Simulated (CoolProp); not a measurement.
Vapour-liquid equilibrium of CHF3 (R23) (1) + R11 (2) at 238 K; x and y are mole fractions of (1).

The numbers come from the multi-fluid Helmholtz-energy mixture model, Penoncello 2003 and Jacobsen 1992; pair parameters Bell 2016 in CoolProp.

Give the bubble pressure and the first vapour's composition at x = 0.125, 0.425, 0.725. Is there an azeotrope?

x = 0.125: 3.174 bar, y = 0.978; x = 0.425: 6.630 bar, y = 0.990; x = 0.725: 7.058 bar, y = 0.991. No azeotrope shows between x = 0.05 and 0.95.

Pair parameters are fitted to limited data, so mixtures are less certain than the pure fluids. With so large a gap from Raoult's law the liquid may split in two, which this calculation doesn't test in full.
